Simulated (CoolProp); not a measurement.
Values from CoolProp's reference Helmholtz-energy equation of state, de Reuck 1993.

Q: Give the vapour pressure (kPa), liquid cp (kJ/(kg K)), vapour Z, surface tension (mN/m) of saturated methanol at 423.1, 438.1, 440.6 K.

A: 
```
T (K)  p (kPa)  liquid cp (kJ/(kg K))  vapour Z  surface tension (mN/m)
-----  -------  ---------------------  --------  ----------------------
423.1     1390                   3.84     0.794                    10.4
438.1     1970                   4.12     0.746                    8.72
440.6     2080                   4.18     0.738                    8.43
```

Surface tension comes from a separate correlation (Mulero 2012).
